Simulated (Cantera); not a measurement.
A perfectly stirred reactor is fed with CH4 : H2 : H = 0.047 : 1 : 0.0031 (molar parts), at 0.110 bar; it is held at 2750 K, and followed from long to short residence time.

Computed with Cantera and GRI-Mech 3.0 (53 species, 325 reactions). GRI-Mech 3.0 stops at C3 and has no aromatics, soot or wall deposition, so with more carbon than oxygen in the feed, carbon stays in small species such as C2H2 where larger ones or solid carbon would form.

x: mole fraction; the columns are a selection and need not sum to one.

| τ (s) | x CH4 | x H2 | x H | x CH3 | x C2H6 | x C2H | x C2H2 |
|---|---|---|---|---|---|---|---|
| 24 | 6.62e-6 | 0.795 | 0.185 | 2.59e-5 | 2.42e-12 | 0.000509 | 0.0189 |
| 3.6 | 6.96e-6 | 0.796 | 0.185 | 2.72e-5 | 2.66e-12 | 0.000509 | 0.0189 |
| 0.56 | 8.94e-6 | 0.797 | 0.183 | 3.44e-5 | 4.27e-12 | 0.000503 | 0.0189 |
| 0.085 | 1.99e-5 | 0.809 | 0.171 | 7.05e-5 | 1.96e-11 | 0.000466 | 0.0190 |
| 0.013 | … | 0.859 | … | … | 5.34e-10 | … | 0.0196 |
| 0.0020 | … | 0.913 | … | … | … | … | 0.0192 |
| 0.00030 | 0.00664 | 0.932 | 0.0406 | 0.00488 | 7.12e-7 | 7.61e-5 | 0.0151 |

Problem. Some entries are withheld; supply them.

Solution. 
- 0.013, x CH4: 0.000119
- 0.013, x H: 0.121
- 0.013, x CH3: 0.000278
- 0.013, x C2H: 0.000318
- 0.0020, x CH4: 0.00117
- 0.0020, x H: 0.0644
- 0.0020, x CH3: 0.00139
- 0.0020, x C2H6: 3.28e-8
- 0.0020, x C2H: 0.000157
